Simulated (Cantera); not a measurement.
Input: 1 mol PbO, 0.056 mol O2, 6.4 mol H2, 8.1 mol CO, at 10.0 Torr.

Cantera equilibrium calculation (NASA polynomials, part measured and part estimated; ideal gas, pure solids and liquids). Candidate condensed phases: C, C6H6, C7H8, C8H18, H2O, Pb, PbO, PbO2, Pb3O4; 113 gas species. Equilibrium is a limit: real reactors are often held back by kinetics, nucleation or transport.

Task: What share of the Pb ends up in condensed phases as a function of T (K), at 973, 1048, 1123, 1198, 1273, 1348, 1423, 1498, 1573?

Result: 
```json
[
 {"T (K)": "973", "Pb condensed (%)": "99.0", "as": "Pb(l)"},
 {"T (K)": "1048", "Pb condensed (%)": "95.1", "as": "Pb(l)"},
 {"T (K)": "1123", "Pb condensed (%)": "79.8", "as": "Pb(l)"},
 {"T (K)": "1198", "Pb condensed (%)": "28.8", "as": "Pb(l)"},
 {"T (K)": "1273", "Pb condensed (%)": "0.0", "as": "-"},
 {"T (K)": "1348", "Pb condensed (%)": "0.0", "as": "-"},
 {"T (K)": "1423", "Pb condensed (%)": "0.0", "as": "-"},
 {"T (K)": "1498", "Pb condensed (%)": "0.0", "as": "-"},
 {"T (K)": "1573", "Pb condensed (%)": "0.0", "as": "-"}
]
```
